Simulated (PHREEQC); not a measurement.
0.4 g of hydrous ferric oxide (600 m²/g; 0.2 weak and 0.005 strong sites per Fe, Dzombak-Morel constants, diffuse double layer) in 1 kg of water with 0.005 mol/kgw of an inert sodium salt and 0.018 mmol/kgw NiCl2 and 0.093 mmol/kgw CuSO4, at 25 °C; the pH is set by adding NaOH or the inert anion's acid. Oxygen is held at 0.21 atm. The system is closed to CO2. Nothing may precipitate in this run.

All values are PHREEQC results (ion-association model, wateq4f.dat), not measurements.

```tsv
pH	Ni sorbed (%)	S sorbed (%)	Cu sorbed (%)	surface charge σ (C/m²)
4	0.0	100.0	4.1	0.149
4.75	0.1	99.8	29.7	0.087
5.12	0.2	99.4	55.4	0.065
5.88	2.8	93.2	95.5	0.035
6.25	10.9	81.0	98.9	0.025
7	65.2	34.2	99.8	0.014
7.75	97.3	3.6	99.8	0.006
8.12	99.4	0.8	99.8	0.002
8.88	100.0	0.0	99.8	-0.005
9.25	100.0	0.0	99.8	-0.010
10	100.0	0.0	99.8	-0.024
```

Species that the database lacks are ignored. The database's constant for dissolved Cu(OH)2 is higher than later reviews accept.
